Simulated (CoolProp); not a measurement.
Vapour-liquid equilibrium of carbon dioxide (1) + n-perfluorobutane (2) at 238 K; x and y are mole fractions of (1).

Computed with CoolProp (multi-fluid Helmholtz-energy mixture model, Span 1996 and Gao 2022; pair parameters Bell 2016).

```csv
x,"bubble pressure, mixture model (MPa)","bubble pressure, Raoult's law (MPa)","y, mixture model","y, Raoult's law"
0.05,0.1084,0.07994,0.807,0.748
0.125,0.2576,0.1681,0.921,0.890
0.2,0.4078,0.2562,0.951,0.934
0.275,0.5407,0.3443,0.964,0.955
0.35,0.6473,0.4324,0.971,0.968
0.425,0.7276,0.5205,0.975,0.977
0.5,0.7872,0.6086,0.977,0.983
0.575,0.8344,0.6968,0.980,0.987
0.65,0.8776,0.7849,0.982,0.991
0.725,0.9241,0.8730,0.984,0.993
0.8,0.9796,0.9611,0.987,0.996
0.875,1.048,1.049,0.991,0.997
0.95,1.132,1.137,0.996,0.999
```

The largest gap from Raoult's law is +59.2 % in bubble pressure, at x = 0.2. No azeotrope shows between x = 0.05 and 0.95.

The pair parameters rest on a limited set of measurements; away from them the model extrapolates. The gap from Raoult's law changes sign with composition, which may be real or a fault of the pair parameters; it wasn't checked against measurements. With so large a gap from Raoult's law the liquid may split in two, which this calculation doesn't test in full.
